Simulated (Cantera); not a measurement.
What does this Cantera script print?

```python
import numpy as np
import cantera as ct

gas_names = """
    Fe H H2 H2S N NH NH2 NH3 N2 N2H2 N2H4 S SH SN S2 S8
""".split()
cond_names = """
    Fe(a) Fe(c) Fe(d) Fe(L) FeS(a) FeS(b) FeS(c) FeS(L) FeS2(s) S(cr1) S(cr2) S(L)
""".split()


def load(file, names, dense=False):
    # The tables refer to 1 bar. Condensed volumes are neglected.
    table = {s.name: s for s in ct.Species.list_from_file(file)}
    out = []
    for n in names:
        d = dict(table[n].input_data)
        d["thermo"] = dict(d["thermo"], **{"reference-pressure": 1e5})
        if dense:
            d["equation-of-state"] = {"model": "constant-volume", "density": "1e6 g/cm^3"}
        out.append(ct.Species.from_dict(d))
    return out


gas = ct.Solution(thermo="ideal-gas", species=load("nasa_gas.yaml", gas_names))
cond = {s.name: ct.Solution(thermo="fixed-stoichiometry", species=[s], name=s.name)
        for s in load("nasa_condensed.yaml", cond_names, dense=True)}
atoms = {
    'FeS': {'Fe': 1, 'S': 1},
    'H2': {'H': 2},
    'N2': {'N': 2},
}
top_T = {'FeS2(s)': 1010}  # K; cautious upper limits of use, not melting points


def equilibrate(T, P, feed):
    n = {}
    for name, mol in feed.items():
        for a, k in atoms[name].items():
            n[a] = n.get(a, 0.0) + k * mol
    gas.TPX = T, P, n
    mass = sum(n.values()) * gas.mean_molecular_weight
    gas.equilibrate("TP")
    valid = [c for c in cond.values() if c.min_temp <= T <= top_T.get(c.name, c.max_temp)]
    mix = ct.Mixture([(gas, mass / gas.mean_molecular_weight)] + [(c, 0.0) for c in valid])
    mix.T, mix.P = T, P
    mix.equilibrate("TP", solver="vcs", rtol=1e-11, max_steps=5000)
    return mix


results = []
feed = {'FeS': 1, 'H2': 50, 'N2': 0.51}  # mol
T = 900  # K
P = 1333.22  # Pa
mix = equilibrate(T, P, feed)
results.append((T, P, feed, dict(zip(mix.species_names, mix.species_moles))))
x = sorted(zip(gas.X, gas.species_names), reverse=True)
print(f"T = {T:g} K  P = {P:g} Pa  gas = {mix.phase_moles(0):.4g} mol")
print("   x: " + "  ".join(f"{s} {v:.3e}" for v, s in x if v > 0.001))
print("   condensed (mol): " + ("  ".join(f"{mix.phase(i).name} {mix.phase_moles(i):.4g}"
      for i in range(1, mix.n_phases) if mix.phase_moles(i) > 1e-12) or "none"))
```

It prints:

```
T = 900 K  P = 1333.22 Pa  gas = 50.51 mol
   x: H2 9.894e-01  N2 1.010e-02
   condensed (mol): Fe(a) 0.02296  FeS(c) 0.977
```

These are equilibrium values from Cantera (NASA tables, ideal gas, pure condensed phases), not measurements of a reactor. FeS: taken at fixed stoichiometry.
